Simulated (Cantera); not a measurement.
# Si + Cl₂ + H₂ (chlorosilane synthesis and conversion)

Input: 1 mol Si, 0.89 mol Cl₂, 13 mol H₂, equilibrated at 0.100 bar.

Cantera equilibrium calculation (NASA polynomials, part measured and part estimated; ideal gas, pure solids and liquids). Candidate condensed phases: Si; 19 gas species. The tables' values for SiCl₃ are old estimates; treat these amounts as uncertain. The numbers say what is thermodynamically allowed, not how fast it happens.

```json
[
 {"T (K)": "550", "x H₂": "0.963", "x HCl": "1.28e-5", "x SiCl₄": "0.0232", "x SiHCl₃": "0.0132", "x SiCl₂": "5.55e-11", "x SiCl₃": "1.91e-8", "x SiH₂Cl₂": "0.000317", "n Si(s)": "0.509"},
 {"T (K)": "600", "x H₂": "0.963", "x HCl": "4.79e-5", "x SiCl₄": "0.0233", "x SiHCl₃": "0.0129", "x SiCl₂": "1.05e-9", "x SiCl₃": "1.32e-7", "x SiH₂Cl₂": "0.000358", "n Si(s)": "0.509"},
 {"T (K)": "650", "x H₂": "0.963", "x HCl": "0.000146", "x SiCl₄": "0.0235", "x SiHCl₃": "0.0126", "x SiCl₂": "1.26e-8", "x SiCl₃": "6.77e-7", "x SiH₂Cl₂": "0.000394", "n Si(s)": "0.510"},
 {"T (K)": "700", "x H₂": "0.963", "x HCl": "0.000376", "x SiCl₄": "0.0236", "x SiHCl₃": "0.0124", "x SiCl₂": "1.05e-7", "x SiCl₃": "2.74e-6", "x SiH₂Cl₂": "0.000425", "n Si(s)": "0.512"},
 {"T (K)": "750", "x H₂": "0.963", "x HCl": "0.000855", "x SiCl₄": "0.0237", "x SiHCl₃": "0.0121", "x SiCl₂": "6.57e-7", "x SiCl₃": "9.18e-6", "x SiH₂Cl₂": "0.000452", "n Si(s)": "0.514"},
 {"T (K)": "800", "x H₂": "0.962", "x HCl": "0.00175", "x SiCl₄": "0.0237", "x SiHCl₃": "0.0118", "x SiCl₂": "3.25e-6", "x SiCl₃": "2.63e-5", "x SiH₂Cl₂": "0.000474", "n Si(s)": "0.518"},
 {"T (K)": "850", "x H₂": "0.961", "x HCl": "0.00327", "x SiCl₄": "0.0235", "x SiHCl₃": "0.0115", "x SiCl₂": "1.32e-5", "x SiCl₃": "6.61e-5", "x SiH₂Cl₂": "0.000492", "n Si(s)": "0.524"},
 {"T (K)": "900", "x H₂": "0.960", "x HCl": "0.00568", "x SiCl₄": "0.0230", "x SiHCl₃": "0.0111", "x SiCl₂": "4.56e-5", "x SiCl₃": "0.000149", "x SiH₂Cl₂": "0.000504", "n Si(s)": "0.533"},
 {"T (K)": "950", "x H₂": "0.957", "x HCl": "0.00925", "x SiCl₄": "0.0223", "x SiHCl₃": "0.0106", "x SiCl₂": "0.000137", "x SiCl₃": "0.000302", "x SiH₂Cl₂": "0.000509", "n Si(s)": "0.545"},
 {"T (K)": "1000", "x H₂": "0.953", "x HCl": "0.0142", "x SiCl₄": "0.0212", "x SiHCl₃": "0.00998", "x SiCl₂": "0.000362", "x SiCl₃": "0.000562", "x SiH₂Cl₂": "0.000507", "n Si(s)": "0.562"},
 {"T (K)": "1050", "x H₂": "0.948", "x HCl": "0.0208", "x SiCl₄": "0.0195", "x SiHCl₃": "0.00921", "x SiCl₂": "0.000855", "x SiCl₃": "0.000959", "x SiH₂Cl₂": "0.000496", "n Si(s)": "0.582"},
 {"T (K)": "1100", "x H₂": "0.942", "x HCl": "0.0290", "x SiCl₄": "0.0172", "x SiHCl₃": "0.00823", "x SiCl₂": "0.00182", "x SiCl₃": "0.00150", "x SiH₂Cl₂": "0.000472", "n Si(s)": "0.605"},
 {"T (K)": "1150", "x H₂": "0.934", "x HCl": "0.0385", "x SiCl₄": "0.0143", "x SiHCl₃": "0.00704", "x SiCl₂": "0.00349", "x SiCl₃": "0.00214", "x SiH₂Cl₂": "0.000435", "n Si(s)": "0.628"}
]
```
x: gas mole fraction; n: condensed amount in mol.

From 550 K to 1150 K the condensed part is Si(s). The main Si-bearing gas is SiCl₄ throughout.
